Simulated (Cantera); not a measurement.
Source: NASA polynomial tables (part measured, part estimated), evaluated in Cantera. Values are per mole of reaction as written; species without (g) are pure solids or liquids, kept so even where they would boil at 1 bar.

Nb + O₂(g) ⇌ NbO₂(g), with ΔH° = -200.0 kJ and ΔS° = 31.2 J/K at 300 K.

Problem. How far is the shortcut ΔG° ≈ ΔH°(300 K) − T·ΔS°(300 K) from the full temperature-dependent value at 425, 475, 525, 575, 625, 675 K?

Solution. 
```
T (K)  shortcut (kJ)  full (kJ)  difference (kJ)  difference in log10 K
-----  -------------  ---------  ---------------  ---------------------
425           -213.3     -213.1             -0.2                   0.03
475           -214.9     -214.5             -0.4                   0.04
525           -216.4     -215.8             -0.6                   0.06
575           -218.0     -217.1             -0.8                   0.08
625           -219.5     -218.4             -1.1                   0.09
675           -221.1     -219.7             -1.4                   0.11
```
The shortcut ignores the heat-capacity change of the reaction.
